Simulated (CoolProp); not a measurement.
The numbers come from the reference Helmholtz-energy equation of state, Thol 2019 in CoolProp.

Q: Give the vapour pressure (bar), liquid density (kg/m³), liquid cp (kJ/(kg K)), liquid viscosity (µPa s) of saturated n-pentane at 253, 269.3 K.

A: 
```csv
T (K),p (bar),liquid density (kg/m³),liquid cp (kJ/(kg K)),liquid viscosity (µPa s)
253,0.0896,664,2.13,283
269.3,0.205,649,2.19,240
```

Viscosity comes from a separate model (Quiñones-Cisneros 2006), older than the equation that it now runs on, and unchecked against measurements.
